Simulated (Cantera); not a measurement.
Equilibrium for silicon carbide growth: Si(CH3)4 + C3H8 + H2

Input: 1 mol Si(CH3)4, 0.013 mol C3H8, 29 mol H2, at 1102 °C and 0.100 bar.

Cantera equilibrium calculation (NASA polynomials, part measured and part estimated; ideal gas, pure solids and liquids). Candidate condensed phases: C, C6H6, C7H8, C8H18, Si, SiC; 87 gas species. Kinetics and transport are ignored.

x(H2): 0.999
x(CH4): 0.000497
x(H): 1.08e-5
x(C2H2 (acetylene)): 1.78e-6
n(C(graphite)): 3.02 mol
n(SiC(s)): 1.00 mol
gas amount: 35.03 mol
log10 activity of Si(s) (absent): -2.37
